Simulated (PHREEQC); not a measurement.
A solution holds 0.0012 mol H2SO4 and 0.14 mol NaCl per kg of water, at 25 °C. Closed to the air; pH follows from the charge balance.

All values are PHREEQC results (ion-association model, phreeqc.dat), not measurements.

Precipitation was switched off in this run.

Task: What pH does the model give?

Result: pH 2.72.

Task: In which forms is S present?

Result: SO4-2 76 %, NaSO4- 18 %, HSO4- 6.1 % of the S.

Complexes and solids missing from the database can't appear.
